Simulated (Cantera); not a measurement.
## Carbon deposition, reforming and gasification: acetone + H2 + N2 + H2O

Charge: 1 mol acetone, 6.6 mol H2, 0.42 mol N2, 0.2 mol H2O, equilibrated at 1 atm.

Equilibrium computed with Cantera from the NASA thermochemical tables; the gas is ideal and each condensed phase is pure. Candidate condensed phases: C, C6H6, C7H8, C8H18, H2O; 136 gas species. The feed counts by its element totals alone. Rates play no part.

```tsv
T (K)	x H2	x CO	x N2	x H	x HCN	x C2H2 (acetylene)	n C(graphite)
1775	0.857	0.105	0.0363	0.000266	0.000957	0.000122	1.78
1850	0.856	0.105	0.0361	0.000495	0.00137	0.000224	1.77
1925	0.855	0.105	0.0358	0.000878	0.00190	0.000392	1.76
2000	0.854	0.105	0.0354	0.00149	0.00256	0.000656	1.75
2075	0.853	0.105	0.0349	0.00244	0.00338	0.00106	1.73
2150	0.850	0.105	0.0344	0.00386	0.00436	0.00165	1.71
2225	0.847	0.105	0.0337	0.00592	0.00551	0.00248	1.67
2300	0.842	0.105	0.0329	0.00882	0.00684	0.00364	1.63
2375	0.836	0.104	0.0320	0.0128	0.00833	0.00519	1.57
2450	0.828	0.104	0.0309	0.0182	0.00997	0.00723	1.50
2525	0.818	0.104	0.0297	0.0252	0.0117	0.00982	1.42
2600	0.805	0.103	0.0284	0.0342	0.0136	0.0131	1.31
```
x: gas mole fraction; n: condensed amount in mol.

From 1775 K to 2600 K the condensed part is C(graphite). The main C-bearing gas is CO throughout. The share of C in condensed phases is highest at 1775 K (59.3 %) and lowest at 2600 K (43.6 %).
